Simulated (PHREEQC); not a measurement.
0.69 g of hydrous ferric oxide (600 m²/g; 0.2 weak and 0.005 strong sites per Fe, Dzombak-Morel constants, diffuse double layer) in 1 kg of water with 0.001 mol/kgw of an inert sodium salt and 0.1 mmol/kgw PbCl2, at 25 °C; the pH is set by adding NaOH or the inert anion's acid. Oxygen alone is held at its pressure in air (log pO2 = -0.68). CO2 from the air is kept out. No solid was allowed to form.

Equilibrium calculation in PHREEQC: ion-association model, wateq4f.dat.

```tsv
pH	Pb sorbed (%)	surface charge σ (C/m²)	surface potential ψ (mV)
3	4.3	0.269	228
4	32.3	(withheld)	(withheld)
4.5	39.6	(withheld)	190
5.5	78.7	(withheld)	149
6	96.1	0.022	(withheld)
7	99.9	0.007	71
8	100.0	0.001	14
8.5	100.0	-0.001	-15
9.5	100.0	-0.008	-72
10	100.0	-0.015	-100
11	100.0	-0.051	-148
```

What belongs in the gaps?


- 4, surface charge σ (C/m²): 0.133
- 4, surface potential ψ (mV): 208
- 4.5, surface charge σ (C/m²): 0.089
- 5.5, surface charge σ (C/m²): 0.036
- 6, surface potential ψ (mV): 125

Species that the database lacks are ignored. The oxide is taken as insoluble; below pH 4 it would dissolve.
